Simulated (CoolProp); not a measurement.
Methane along the isotherm -56.15 °C: density (kg/m³) from the reference equation and from simpler models built on Tc = -82.6 °C, pc = 45.99 bar, ω = 0.011; each cubic takes its own stable root.

Model: reference Helmholtz-energy equation of state, Setzmann 1991, in CoolProp.

```csv
p (bar),phase,reference
0.364,gas,0.3242
0.747,gas,0.6667
1.53,gas,1.371
3.15,gas,2.845
6.47,gas,5.946
13.3,gas,12.69
27.3,gas,28.42
56,supercritical,74.96
115,supercritical,224.5
```

**Question.** How far does each simpler model (ideal gas, van der Waals, Soave-Redlich-Kwong) lie from the reference over these 9 states: mean and median of the absolute difference, and the worst?

**Answer.** 
- ideal gas: mean 12.8 %, median 3.2 %, worst -54.4 % at -56.15 °C and 115 bar
- van der Waals: mean 2.0 %, median 0.2 %, worst -14.7 % at -56.15 °C and 115 bar
- Soave-Redlich-Kwong: mean 1.1 %, median 0.1 %, worst -8.7 % at -56.15 °C and 115 bar
